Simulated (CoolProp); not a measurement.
Computed with CoolProp (reference Helmholtz-energy equation of state, de Vries 1995).

Question: For R124, give the phase and the density (kg/m³), cv (kJ/(kg K)), Joule-Thomson coefficient (K/MPa), viscosity (µPa s) at 470 K and 2270 kPa; 470 K and 5660 kPa; 470 K and 17000 kPa.

Answer: 
- 470 K and 2270 kPa: gas; density 90.4, cv 0.912, Joule-Thomson coefficient 6.22, viscosity 20.7
- 470 K and 5660 kPa: supercritical; density 291, cv 0.952, Joule-Thomson coefficient 6.63, viscosity 25.7
- 470 K and 17000 kPa: supercritical; density 876, cv 0.951, Joule-Thomson coefficient 0.801, viscosity 81.9

Viscosity comes from a separate model (Bell 2016), an estimate that may be off by 10 % or more.
